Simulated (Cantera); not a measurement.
**Iron carbonyl, mercury and lead vapours: Pb + CO + H₂**

Feed: 1 mol Pb, 0.2 mol CO, 7.2 mol H₂, at 0.0130 bar.

These are equilibrium values from Cantera (NASA tables, ideal gas, pure condensed phases), not measurements of a reactor. Candidate condensed phases: C, C₆H₆, C₇H₈, C₈H₁₈, H₂O, Pb, PbO, PbO₂, Pb₃O₄; 113 gas species. Rates play no part.

From 700 K to 1225 K the condensed part is Pb(l). From 1300 K to 1600 K nothing is condensed. The main Pb-bearing gas is Pb throughout.

| T (K) | x H₂ | x Pb | x CH₄ | x CO | x H₂O | n Pb(l) |
|---|---|---|---|---|---|---|
| 700 | 0.945 | 8.57e-8 | 0.0268 | 0.00136 | 0.0264 | 1.000 |
| 775 | 0.959 | 1.91e-6 | 0.0139 | 0.0130 | 0.0130 | 1.000 |
| 850 | 0.969 | 2.45e-5 | 0.00407 | 0.0229 | 0.00380 | 1.000 |
| 925 | 0.972 | 0.000206 | 0.00119 | 0.0258 | 0.00113 | 0.998 |
| 1000 | 0.971 | 0.00125 | 0.000402 | 0.0266 | 0.000387 | 0.991 |
| 1075 | 0.967 | 0.00584 | 0.000155 | 0.0267 | 0.000150 | 0.957 |
| 1150 | 0.951 | 0.0223 | 6.56e-5 | 0.0264 | 6.41e-5 | 0.831 |
| 1225 | 0.903 | 0.0719 | 2.86e-5 | 0.0251 | 2.81e-5 | 0.427 |
| 1300 | 0.857 | 0.119 | 1.36e-5 | 0.0238 | 1.34e-5 | 0 |
| 1375 | 0.857 | 0.119 | 7.63e-6 | 0.0238 | 7.61e-6 | 0 |
| 1450 | 0.857 | 0.119 | 4.51e-6 | 0.0238 | 4.63e-6 | 0 |
| 1525 | 0.857 | 0.119 | 2.73e-6 | 0.0238 | 3.04e-6 | 0 |
| 1600 | 0.857 | 0.119 | 1.65e-6 | 0.0238 | 2.18e-6 | 0 |
x: gas mole fraction; n: condensed amount in mol.
